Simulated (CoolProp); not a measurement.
R11 along the isobar 0.87 MPa: Z from the reference equation and from simpler models built on Tc = 471.1 K, pc = 4.408 MPa, ω = 0.189; each cubic takes its own stable root.

Model: reference Helmholtz-energy equation of state, Jacobsen 1992, in CoolProp.

```tsv
T (K)	phase	reference	van der Waals	Peng-Robinson
347.4	liquid	0.03059	0.8629	0.02882
361.2	liquid	0.03031	0.8765	0.02871
389	gas	0.8591	0.8985	0.8556
402.9	gas	0.8771	0.9074	0.8712
416.7	gas	0.8916	0.9151	0.8845
430.6	gas	0.9038	0.9221	0.8961
444.5	gas	0.9141	0.9282	0.9062
458.4	gas	0.9230	0.9337	0.9150
472.2	gas	0.9307	0.9386	0.9228
486.1	gas	0.9375	0.9431	0.9297
500	gas	0.9435	0.9471	0.9359
```

At some of these states van der Waals gives the other phase, because its saturation line lies elsewhere.
